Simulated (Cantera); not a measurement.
# SiCl₄ + NH₃ + H₂ (silicon nitride deposition)

Charge: 1 mol SiCl₄, 6.1 mol NH₃, 34 mol H₂, held at 823.15 K and 0.0100 bar.

Cantera equilibrium calculation (NASA polynomials, part measured and part estimated; ideal gas, pure solids and liquids). Candidate condensed phases: NH₄Cl, Si, Si₃N₄; 28 gas species. Kinetics and transport are ignored.

```
Property                              Value
--------------------------------  ---------
x(H₂)                                 0.866
x(HCl)                               0.0838
x(N₂)                                0.0502
x(SiCl₄)                            7.61e-5
x(NH₃)                              4.30e-6
n(Si₃N₄(s))                       0.332 mol
gas amount                        47.53 mol
log10 activity of Si(s) (absent)      -7.79
```
